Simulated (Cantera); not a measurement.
Equilibrium for sublimation and decomposition of ceramics: Si3N4 + C + N2

Charge: 1 mol Si3N4, 0.058 mol C, 0.57 mol N2, at 10.0 Torr.

Cantera equilibrium calculation (NASA polynomials, part measured and part estimated; ideal gas, pure solids and liquids). Candidate condensed phases: C, Si, SiC, Si3N4; 20 gas species. Mutual solubility and eutectic melting of coexisting phases are not modelled. The tables' values for SiN are old estimates; treat these amounts as uncertain. The numbers say what is thermodynamically allowed, not how fast it happens.

```tsv
T (°C)	x N2	x Si	x Si2C	x Si2N	x SiN	n SiC(s)	n Si3N4(s)	n Si(l)
1277	1.00	1.09e-7	2.44e-10	9.23e-10	1.32e-8	0.0580	0.981	0
1327	1.000	5.82e-7	1.85e-9	7.72e-9	5.79e-8	0.0580	0.981	0
1377	1.000	2.79e-6	1.23e-8	5.66e-8	2.31e-7	0.0580	0.981	0
1427	1.000	1.22e-5	7.35e-8	3.68e-7	8.51e-7	0.0580	0.981	0
1477	1.000	4.88e-5	3.94e-7	2.14e-6	2.90e-6	0.0580	0.981	0
1527	1.000	0.000181	1.92e-6	1.13e-5	9.24e-6	0.0580	0.981	0
1577	0.999	0.000484	6.65e-6	3.26e-5	2.14e-5	0.0580	0	2.94
1627	0.999	0.000946	1.66e-5	5.29e-5	3.65e-5	0.0580	0	2.94
1677	0.998	0.00179	3.94e-5	8.35e-5	6.06e-5	0.0579	0	2.94
1727	0.996	0.00327	8.95e-5	0.000129	9.80e-5	0.0578	0	2.93
1777	0.994	0.00580	0.000195	0.000194	0.000155	0.0575	0	2.92
1827	0.989	0.0100	0.000409	0.000286	0.000238	0.0569	0	2.91
1877	0.981	0.0168	0.000829	0.000414	0.000360	0.0558	0	2.89
1927	0.969	0.0277	0.00162	0.000586	0.000531	0.0535	0	2.86
```
x: gas mole fraction; n: condensed amount in mol.

From 1277 °C to 1527 °C the condensed part is SiC(s) + Si3N4(s). From 1577 °C to 1927 °C the condensed part is Si(l) + SiC(s). The main Si-bearing gas is Si throughout.
